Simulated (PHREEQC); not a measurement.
Synthetic water in mg/kgw, 25 °C, pH 6.46, pe 11.3:

| constituent | mg/kgw |
|---|---|
| Na | 252 |
| K | 8.45 |
| Ca | 150 |
| Mg | 16.8 |
| Cl | 314 |
| S(6) as SO4 | 298 |
| Alkalinity as HCO3 | 280 |
| O(0) (dissolved oxygen) | 0.135 |
| Cd | 4.42 |
| Br | 0.172 |
| Pb | 0.86 |
| Sr | 4.23 |

Na is adjusted to close the charge balance.
Valence states are taken as typed.

All values are PHREEQC results (ion-association model, phreeqc.dat), not measurements.

Precipitation was switched off in this run.

### Question
Order these Sr species by the share of Sr that they hold, largest first: SrSO4, Sr+2, SrHCO3+.

### Answer
Sr+2 (84 %), SrSO4 (13 %), SrHCO3+ (3.2 %)

### Question
Order these C species by the share of C that they hold, largest first: NaHCO3, MgHCO3+, CaHCO3+, HCO3-, CO2.

### Answer
HCO3- (59 %), CO2 (39 %), CaHCO3+ (1.3 %), NaHCO3 (0.25 %), MgHCO3+ (0.22 %)

The pH is 6.46 and the ionic strength 0.0246 mol/kgw. The solution is supersaturated, for example in Otavite, Cerussite, so a real one may precipitate; this is no full list.
